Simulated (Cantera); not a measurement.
Input: 1 mol SiH₄, 0.013 mol Cl₂, 5.2 mol H₂, equilibrated at 1450 K and 19.0 mbar.

These are equilibrium values from Cantera (NASA tables, ideal gas, pure condensed phases), not measurements of a reactor. Candidate condensed phases: Si; 19 gas species. Kinetics and transport are ignored.

Question: What is the equilibrium state?

Answer: 
```
Quantity       Result
----------  ---------
x(H₂)           0.996
x(HCl)        0.00353
x(H)          6.85e-5
x(SiCl₂)      3.85e-5
n(Si(s))    1.000 mol
gas amount  7.213 mol
```
